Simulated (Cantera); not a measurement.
Gas mixture: CO2 : C2H6 : H2 = 0.66 : 0.73 : 0.47 (molar parts), at 9.87e-5 atm, frozen composition.

Cantera's kinetic-theory transport with the Lennard-Jones parameters of GRI-Mech 3.0, ideal gas; thermal conductivity in the mixture-averaged form. The composition is frozen, though it would react at the higher temperatures.

One state of this run: ρ (kg/m³) = 3.36e-5; cp (J/kg/K) = 2687; μ (µPa s) = 33.2; λ (mW/m/K) = 152; Pr = 0.584; D (cm²/s) H2O = 19600; D (cm²/s) OH = 23900; D (cm²/s) CH3 = 17600. D: mixture-averaged diffusion coefficient of that species in the mixture.

Task: Which value of T (K) does it belong to?
A) 550
B) 1000
C) 700
D) 400

Result: B, 1000
